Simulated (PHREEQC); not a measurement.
A solution holds 0.29 mol K2CO3 and 0.0094 mol KH2PO4 per kg of water, at 20 °C. Closed to the air; pH follows from the charge balance.

Equilibrium calculation in PHREEQC: ion-association model, phreeqc.dat.

Task: The ionic strength comes out as 0.880 mol/kgw. What activity coefficients do OH-, HCO3-, KHPO4-, CO3-2, K+ get?

Result: OH- 0.59, HCO3- 0.66, KHPO4- 0.66, CO3-2 0.19, K+ 0.61.

No solid was allowed to form. Caution: at this ionic strength the ion-association model is outside its range; a Pitzer model would be the better tool where its parameters exist.
